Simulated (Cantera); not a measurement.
# Thermodynamics of silicon oxide and oxynitride deposition, feed TEOS + NO + H₂

Feed: 1 mol TEOS, a varied amount of NO, 2.3 mol H₂, at 1525 K and 1.33 mbar.

These are equilibrium values from Cantera (NASA tables, ideal gas, pure condensed phases), not measurements of a reactor. Candidate condensed phases: C, C₆H₆, C₇H₈, C₈H₁₈, H₂O, Si, SiC, SiO₂, Si₂N₂O, Si₃N₄; 151 gas species. The feed counts by its element totals alone. Mutual solubility and eutectic melting of coexisting phases are not modelled. The tables hold silica as quartz up to 1696 K and as liquid above; real silica turns to tridymite and cristobalite and melts near 1996 K. Equilibrium is a limit: real reactors are often held back by kinetics, nucleation or transport.

From 1.8 mol NO to 2.5 mol NO the condensed part is C(graphite) + SiC(s). At 3.4 mol NO the condensed part is SiC(s). At 4.6 mol NO the condensed part is SiC(s) + Si₂N₂O(s). From 6.3 mol NO to 29 mol NO the condensed part is SiO₂(β-quartz).

```csv
n(NO) (mol),x H₂,x N₂,x CO,x H₂O,x CO₂,x O₂,x SiO,n C(graphite),n SiC(s),n Si₂N₂O(s),n SiO₂(β-quartz)
1.8,0.647,0.0472,0.305,3.78e-7,6.61e-8,<1e-12,0.000662,1.22,0.987,0,0
2.5,0.613,0.0622,0.323,3.80e-7,7.45e-8,<1e-12,0.000703,0.523,0.986,0,0
3.4,0.574,0.0794,0.336,1.33e-6,2.89e-7,<1e-12,0.00938,0,0.799,0,0
4.6,0.541,0.0903,0.349,1.81e-6,4.32e-7,<1e-12,0.0188,0,0.0751,0.249,0
6.3,0.514,0.134,0.338,0.0104,0.00254,2.11e-12,0.000130,0,0,0,0.997
8.5,0.420,0.173,0.304,0.0803,0.0216,1.89e-10,1.37e-5,0,0,0,1.000
12,0.294,0.228,0.249,0.173,0.0547,1.80e-9,4.44e-6,0,0,0,1.000
16,0.179,0.283,0.185,0.255,0.0979,1.05e-8,1.83e-6,0,0,0,1.000
21,0.0737,0.341,0.0983,0.326,0.161,1.01e-7,5.92e-7,0,0,0,1.000
29,0.000127,0.401,0.000222,0.340,0.221,0.0371,9.78e-10,0,0,0,1.00
```
x: gas mole fraction; n: condensed amount in mol.
